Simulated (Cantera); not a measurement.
Source: NASA polynomial tables (part measured, part estimated), evaluated in Cantera. Values are per mole of reaction as written; species without (g) are pure solids or liquids, kept so even where they would boil at 1 bar.

### Question
Between 350 and 575 K, where is each reaction favourable under standard conditions?
- 10 NO(g) + P4O10(g) → 10 NO2(g) + 2 P2(g)
- P4O10 + 5 N2(g) → 10 NO(g) + 2 P2(g)

### Answer
- 10 NO(g) + P4O10(g) → 10 NO2(g) + 2 P2(g): ΔG° is 2507 kJ at 350 K and 2438 kJ at 575 K; it stays positive (K < 1). ΔH° is 2606 kJ and ΔS° 291 J/K at 575 K.
- P4O10 + 5 N2(g) → 10 NO(g) + 2 P2(g): ΔG° is 3735 kJ at 350 K and 3433 kJ at 575 K; it stays positive (K < 1). ΔH° is 4196 kJ and ΔS° 1327 J/K at 575 K.
